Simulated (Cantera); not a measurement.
A Cantera script and what it prints.

```python
import numpy as np
import cantera as ct

gas_names = [...]  # 95 gases of nasa_gas.yaml made of C, F, H
cond_names = """
    C(gr) C6H6(L) C7H8(L) C8H18(L),n-octa
""".split()


# ... load() reads the species with a 1 bar reference pressure and builds the phases ...
atoms = {
    'C2F6': {'C': 2, 'F': 6},
    'H2': {'H': 2},
}
top_T = {'C(gr)': 4500}  # K; cautious upper limits of use, not melting points


# ... equilibrate(T, P, feed) seeds the gas with the atoms and calls Mixture.equilibrate('TP', solver="vcs", rtol=1e-11, max_steps=5000) ...
results = []
feed = {'C2F6': 1, 'H2': 0.23}  # mol
T = 3048.15  # K
P = 670  # Pa
mix = equilibrate(T, P, feed)
results.append((T, P, feed, dict(zip(mix.species_names, mix.species_moles))))
x = sorted(zip(gas.X, gas.species_names), reverse=True)
print(f"T = {T:g} K  P = {P:g} Pa  gas = {mix.phase_moles(0):.4g} mol")
print("   x: " + "  ".join(f"{s} {v:.3e}" for v, s in x if v > 0.001))
print("   condensed (mol): " + ("  ".join(f"{mix.phase(i).name} {mix.phase_moles(i):.4g}"
      for i in range(1, mix.n_phases) if mix.phase_moles(i) > 1e-12) or "none"))
```

Output:

```
T = 3048.15 K  P = 670 Pa  gas = 6.415 mol
   x: F 7.466e-01  CF 8.727e-02  HF 6.858e-02  C3 5.926e-02  CF2 1.637e-02  C 1.087e-02  C2 6.636e-03  H 3.085e-03  C5 1.050e-03
   condensed (mol): none
```

Method: chemical equilibrium by Gibbs-energy minimisation in Cantera with the NASA 1993 tables (ideal gas, pure condensed phases). The feed counts by its element totals alone.
